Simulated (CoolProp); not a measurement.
The fluid at 441.33 K and 0.0596 MPa expands adiabatically to 0.00406 MPa with isentropic efficiency 0.8. The same conditions are run with several fluids, on thermodynamics alone (safety and materials aside).

Computed with CoolProp (reference Helmholtz-energy equation of state of each fluid (octamethylcyclotetrasiloxane (D4): Thol 2015; n-hexane: Thol 2019; ethane: Bücker 2006; R410A: Lemmon 2003; hydrogen sulfide: Lemmon 2006)). Blends and air are pseudo-pure fits.

```json
[
 {"fluid": "octamethylcyclotetrasiloxane (D4)", "work (kJ/kg)": "25.5", "final temperature (K)": "424.5", "final density (kg/m³)": "0.342"},
 {"fluid": "n-hexane", "work (kJ/kg)": "…", "final temperature (K)": "401.9", "final density (kg/m³)": "0.105"},
 {"fluid": "ethane", "work (kJ/kg)": "222", "final temperature (K)": "337.0", "final density (kg/m³)": "0.0436"},
 {"fluid": "R410A", "work (kJ/kg)": "92.8", "final temperature (K)": "343.2", "final density (kg/m³)": "…"},
 {"fluid": "hydrogen sulfide", "work (kJ/kg)": "171", "final temperature (K)": "…", "final density (kg/m³)": "…"}
]
```

Q: Complete the blanks.

A: 
- n-hexane, work (kJ/kg): 86.0
- R410A, final density (kg/m³): 0.103
- hydrogen sulfide, final temperature (K): 274.2
- hydrogen sulfide, final density (kg/m³): 0.0607
